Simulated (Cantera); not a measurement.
Mixture: CH4 : CO : O2 : N2 : CO2 = 1 : 0.23 : 1.92 : 13.5 : 1.9 (molar parts), equivalence ratio 1.1, at 13.8 atm, adiabatic and at constant volume. Ignition delay is the time to a rise of 400 K.

Detailed kinetics in Cantera: GRI-Mech 3.0 (53 species, 325 reactions). The pressure lies above the range GRI-Mech 3.0 was tuned for (to about 10 atm).

**Question.** What does this change do: 0.089 parts H2 added?

**Answer.** 
```csv
quantity,before,after
delay at 1100 K,35.9 ms,7.15 ms
delay at 1200 K,8.82 ms,2.74 ms
delay at 1300 K,2.63 ms,1.16 ms
delay at 1400 K,0.882 ms,0.492 ms
delay at 1500 K,0.318 ms,0.208 ms
apparent activation energy between 1400 and 1500 K,180 kJ/mol,150 kJ/mol
```
